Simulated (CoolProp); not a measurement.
The numbers come from the reference Helmholtz-energy equation of state, Gao 2022 in CoolProp.

**Question.** For n-perfluoropentane, give the phase and the cp (kJ/(kg K)), cv (kJ/(kg K)), isothermal compressibility (1/MPa), fugacity coefficient at 291.5 K and 1.44 MPa; 330.1 K and 1.44 MPa.

**Answer.** 
- 291.5 K and 1.44 MPa: liquid; cp 1.03, cv 0.816, isothermal compressibility 0.00308, fugacity coefficient 0.0491
- 330.1 K and 1.44 MPa: liquid; cp 1.11, cv 0.868, isothermal compressibility 0.00565, fugacity coefficient 0.172
